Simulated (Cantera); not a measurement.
A perfectly stirred reactor is fed with CH₄ : H₂ : O₂ : N₂ : H₂O = 1 : 0.1 : 1.21 : 4.53 : 0.18 (molar parts), equivalence ratio 1.7, at 5.00 bar; it is adiabatic with a 700 K inlet, and is followed from long to short residence time, starting on the burning branch (τ in s: 0.058, 0.024, 0.0095, 0.0039, 0.0016, 0.00063, 0.00026, 0.0001, 4.2e-05, 1.7e-05).

Computed with Cantera and GRI-Mech 3.0 (53 species, 325 reactions).

Problem. Predict: blow-out, bracketed by the residence times tried; x(CH₄) at τ = 58.0 ms; x(H₂) at τ = 58.0 ms; x(O₂) at τ = 58.0 ms; x(NO) at τ = 58.0 ms; x(CH₄) at τ = 0.630 ms; x(H₂) at τ = 0.630 ms; x(O₂) at τ = 0.630 ms; x(NO) at τ = 0.630 ms.

Solution. blow-out, bracketed by the residence times tried: burning at 0.260 ms, out at 0.100 ms
x(CH₄) at τ = 58.0 ms: 0.00161
x(H₂) at τ = 58.0 ms: 0.112
x(O₂) at τ = 58.0 ms: 9.11e-5
x(NO) at τ = 58.0 ms: 3.06e-5
x(CH₄) at τ = 0.630 ms: 0.0103
x(H₂) at τ = 0.630 ms: 0.0775
x(O₂) at τ = 0.630 ms: 0.00507
x(NO) at τ = 0.630 ms: 8.01e-6
